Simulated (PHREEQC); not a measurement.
Make-up at 20 °C: 0.0072 mol H2S, 0.017 mol NaHCO3 and 0.00085 mol ZnCl2 per kg of water. Closed to the air; pH follows from the charge balance.

Computed with PHREEQC (ion-association model, wateq4f.dat).

Precipitation was switched off in this run.

Problem. Estimate the pH.

Solution. pH 6.83.

Problem. In which forms is S present?

Solution. H2S 43 %, HS- 33 %, Zn(HS)2 23 %, Zn(HS)3- 1.2 % of the S.

Saturation is exceeded, for instance for ZnS(a), Sphalerite (slow to form); the values hold only as long as no solid forms. The polysulfide entries of wateq4f.dat were taken out for this run.
